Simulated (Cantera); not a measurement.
## Premixed flame

A freely propagating, adiabatic, planar premixed flame of CH₃OH : O₂ : N₂ = 0.79 : 1.61 : 6.06 (molar parts), unburnt at 325 K and 4950 Torr; mixture-averaged transport, grid criteria slope 0.08 and curve 0.16, no radiation.

Computed with Cantera and GRI-Mech 3.0 (53 species, 325 reactions). GRI-Mech 3.0 was tuned for natural gas; its chemistry of methanol as a main component is partial and can be far from experiment. Burning velocities carry a grid error of a few per cent, more on coarse grids.

```tsv
z (mm)	T (K)	u (m/s)	x CH₃OH	x O₂	x C₂H₂	x CO	x H₂O	x CH₂O
-0.465	325	0.124	0.0933	0.190	<1e-8	8.09e-6	0.000110	3.44e-7
-0.310	331	0.127	0.0931	0.190	<1e-8	0.000103	0.00120	6.83e-6
-0.232	353	0.135	0.0923	0.188	<1e-8	0.000502	0.00520	4.71e-5
-0.155	478	0.185	0.0865	0.177	<1e-8	0.00289	0.0246	0.000415
-0.0774	913	0.361	0.0583	0.140	<1e-8	0.0125	0.0807	0.00243
-0.0387	1271	0.511	0.0291	0.107	<1e-8	0.0215	0.122	0.00447
0	1650	0.671	0.00165	0.0716	<1e-8	0.0275	0.162	0.00162
0.0387	1813	0.732	3.89e-7	0.0561	<1e-8	0.0137	0.172	1.32e-6
0.0774	1882	0.756	<1e-8	0.0514	<1e-8	0.00652	0.174	<1e-8
0.155	1931	0.774	<1e-8	0.0488	<1e-8	0.00213	0.177	<1e-8
0.310	1953	0.782	<1e-8	0.0480	<1e-8	0.000539	0.178	<1e-8
0.619	1958	0.783	<1e-8	0.0478	<1e-8	0.000183	0.178	<1e-8
1.24	1959	0.784	<1e-8	0.0478	<1e-8	0.000148	0.178	<1e-8
```
x: mole fraction of selected species; z is measured from the peak of heat release.

| Quantity | Value |
|---|---|
| laminar burning velocity | 12.4 cm/s |
| thermal thickness | 0.155 mm |
| peak x(C₂H₂) | <1e-8 |
| peak x(CO) | 0.0281 |
| peak x(CH₂O) | 0.00477 |
| grid points | 133 |
